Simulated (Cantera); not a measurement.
A perfectly stirred reactor is fed with CH₄ : O₂ : N₂ = 1 : 3.12 : 11.8 (molar parts), equivalence ratio 0.64, at 10.0 bar; it is adiabatic with a 350 K inlet, and is followed from long to short residence time, starting on the burning branch (τ in s: 0.36, 0.13, 0.044, 0.015, 0.0052, 0.0018, 0.00063, 0.00022, 7.6e-05, 2.6e-05, 9.2e-06).

Detailed kinetics in Cantera: GRI-Mech 3.0 (53 species, 325 reactions).

Problem. What does this change do: inlet temperature 350 to 673 K?

Solution. 
| quantity | before | after |
|---|---|---|
| blow-out, bracketed by the residence times tried | burning at 0.630 ms, out at 0.220 ms | burning at 76.0 µs, out at 26.0 µs |
| x(CH₄) at τ = 0.360 s | 1.66e-6 | 3.31e-7 |
| x(O₂) at τ = 0.360 s | 0.0703 | 0.0694 |
| x(HO₂) at τ = 0.360 s | 1.02e-6 | 2.72e-6 |
| x(CO₂) at τ = 0.360 s | 0.0628 | 0.0627 |
| x(NO) at τ = 0.360 s | 2.81e-5 | 0.00137 |
| x(CH₄) at τ = 1.80 ms | 0.000114 | 3.99e-5 |
| x(O₂) at τ = 1.80 ms | 0.0712 | 0.0705 |
| x(HO₂) at τ = 1.80 ms | 1.28e-5 | 5.85e-6 |
| x(CO₂) at τ = 1.80 ms | 0.0610 | 0.0617 |
| x(NO) at τ = 1.80 ms | 4.03e-6 | 3.38e-5 |
